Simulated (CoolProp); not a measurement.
Vapour-liquid equilibrium of R125 (1) + propane (2) at 210.1 K; x and y are mole fractions of (1).

Values from CoolProp's multi-fluid Helmholtz-energy mixture model, Lemmon 2005 and Lemmon 2009; pair parameters Bell 2016.

```csv
x,"bubble pressure, mixture model (kPa)","bubble pressure, Raoult's law (kPa)","y, mixture model","y, Raoult's law"
0.05,48.96,36.70,0.289,0.062
0.125,59.91,37.41,0.448,0.153
0.2,65.12,38.12,0.511,0.240
0.275,67.33,38.83,0.538,0.324
0.35,68.12,39.54,0.550,0.404
0.425,68.31,40.25,0.554,0.482
0.5,68.33,40.96,0.555,0.558
0.575,68.33,41.66,0.556,0.630
0.65,68.25,42.37,0.561,0.701
0.725,67.78,43.08,0.574,0.769
0.8,66.31,43.79,0.603,0.835
0.875,62.69,44.50,0.663,0.898
0.95,54.88,45.21,0.799,0.960
```

The largest gap from Raoult's law is +73.4 % in bubble pressure, at x = 0.275. y crosses x between x = 0.5 and 0.575: the model has an azeotrope there.

Pair parameters are fitted to limited data, so mixtures are less certain than the pure fluids. With so large a gap from Raoult's law the liquid may split in two, which this calculation doesn't test in full.
